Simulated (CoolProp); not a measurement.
1,2-dichloroethane along the isotherm 500 K: density (kg/m³) from the reference equation and from simpler models built on Tc = 561.6 K, pc = 52.26 bar, ω = 0.269; each cubic takes its own stable root.

Computed with CoolProp (reference Helmholtz-energy equation of state, Thol 2015).

```csv
p (bar),phase,reference,van der Waals,Redlich-Kwong,Soave-Redlich-Kwong,Peng-Robinson
1.65,gas,3.992,3.977,3.988,3.991,3.997
2.49,gas,6.077,6.042,6.067,6.074,6.086
3.76,gas,9.300,9.217,9.275,9.292,9.322
5.67,gas,14.32,14.12,14.26,14.30,14.37
8.56,gas,22.38,21.87,22.21,22.32,22.49
12.9,gas,35.75,34.37,35.27,35.58,36.01
19.5,gas,60.53,56.08,58.75,59.83,61.03
29.4,liquid,873.5,100.1,683.2,724.3,820.5
44.3,liquid,885.4,522.5,708.4,743.3,840.4
66.9,liquid,900.9,551.4,737.9,766.9,865.4
101,liquid,920.3,580.1,771.5,795.4,895.6
152,liquid,943.6,609.2,809.0,828.3,930.6
230,liquid,971.8,639.4,850.9,866.1,971.0
346,liquid,1004,669.7,895.5,907.3,1015
523,liquid,1042,700.5,943.2,952.0,1063
```

At some of these states van der Waals gives the other phase, because its saturation line lies elsewhere.
